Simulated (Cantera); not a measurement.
Mixture: CH4 : O2 : N2 = 1 : 2 : 7.52 (molar parts), equivalence ratio 1.0, at 0.930 bar, adiabatic and at constant volume. Ignition delay is the time to a rise of 400 K.

Computed with Cantera and GRI-Mech 3.0 (53 species, 325 reactions).

Q: Predict: delay at 1250 K; delay at 1450 K; delay at 1650 K; delay at 1850 K; delay at 2050 K; apparent activation energy between 1850 and 2050 K.

A: 
| Quantity | Result |
|---|---|
| delay at 1250 K | 23.1 ms |
| delay at 1450 K | 1.98 ms |
| delay at 1650 K | 0.313 ms |
| delay at 1850 K | 82.8 µs |
| delay at 2050 K | 29.9 µs |
| apparent activation energy between 1850 and 2050 K | 160 kJ/mol |
